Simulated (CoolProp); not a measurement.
A simple Rankine cycle with R236EA: condensing at 330.15 K, boiler at 1.7 MPa, turbine inlet 391.7 K, turbine efficiency 0.8, pump efficiency 0.7, no recuperator. Each further row changes one setting.

Values from CoolProp's reference Helmholtz-energy equation of state, Rui 2013.

```json
[
 {"case": "as stated", "thermal efficiency (%)": "7.7", "net work (kJ/kg)": "14.0", "heat in (kJ/kg)": "182", "turbine exit temperature (K)": "361.6", "volume ratio over the turbine": "3.43"},
 {"case": "turbine inlet 411.7 K", "thermal efficiency (%)": "7.5", "net work (kJ/kg)": "15.5", "heat in (kJ/kg)": "206", "turbine exit temperature (K)": "383.6", "volume ratio over the turbine": "3.29"},
 {"case": "condensing temperature 322.15 K", "thermal efficiency (%)": "8.9", "net work (kJ/kg)": "17.1", "heat in (kJ/kg)": "193", "turbine exit temperature (K)": "356.8", "volume ratio over the turbine": "4.32"},
 {"case": "boiler pressure 1.19 MPa", "thermal efficiency (%)": "5.5", "net work (kJ/kg)": "10.5", "heat in (kJ/kg)": "191", "turbine exit temperature (K)": "373.3", "volume ratio over the turbine": "2.23"},
 {"case": "turbine efficiency 0.7", "thermal efficiency (%)": "6.6", "net work (kJ/kg)": "12.1", "heat in (kJ/kg)": "182", "turbine exit temperature (K)": "363.5", "volume ratio over the turbine": "3.45"}
]
```
